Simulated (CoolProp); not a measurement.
Vapour-liquid equilibrium of benzene (1) + m-xylene (2) at 217.65 °C; x and y are mole fractions of (1).

Model: multi-fluid Helmholtz-energy mixture model, Thol 2012 and Zhou 2012; pair parameters Bell 2016, in CoolProp.

```json
[
 {"x": "0.05", "bubble pressure, mixture model (bar)": "___", "bubble pressure, Raoult's law (bar)": "6.366", "y, mixture model": "0.124", "y, Raoult's law": "0.149"},
 {"x": "0.2", "bubble pressure, mixture model (bar)": "___", "bubble pressure, Raoult's law (bar)": "8.347", "y, mixture model": "___", "y, Raoult's law": "0.453"},
 {"x": "0.35", "bubble pressure, mixture model (bar)": "___", "bubble pressure, Raoult's law (bar)": "10.33", "y, mixture model": "0.578", "y, Raoult's law": "0.641"},
 {"x": "0.5", "bubble pressure, mixture model (bar)": "___", "bubble pressure, Raoult's law (bar)": "12.31", "y, mixture model": "0.713", "y, Raoult's law": "0.768"},
 {"x": "0.65", "bubble pressure, mixture model (bar)": "13.77", "bubble pressure, Raoult's law (bar)": "14.29", "y, mixture model": "0.819", "y, Raoult's law": "0.860"},
 {"x": "0.8", "bubble pressure, mixture model (bar)": "___", "bubble pressure, Raoult's law (bar)": "16.27", "y, mixture model": "0.905", "y, Raoult's law": "0.930"},
 {"x": "0.95", "bubble pressure, mixture model (bar)": "18.13", "bubble pressure, Raoult's law (bar)": "18.25", "y, mixture model": "___", "y, Raoult's law": "0.984"}
]
```

### Question
Complete the blanks.

### Answer

- 0.05, bubble pressure, mixture model (bar): 6.293
- 0.2, bubble pressure, mixture model (bar): 8.066
- 0.2, y, mixture model: 0.395
- 0.35, bubble pressure, mixture model (bar): 9.885
- 0.5, bubble pressure, mixture model (bar): 11.78
- 0.8, bubble pressure, mixture model (bar): 15.88
- 0.95, y, mixture model: 0.978

The largest gap from Raoult's law is -4.3 % in bubble pressure, at x = 0.5. No azeotrope shows between x = 0.05 and 0.95.

The pair parameters rest on a limited set of measurements; away from them the model extrapolates.
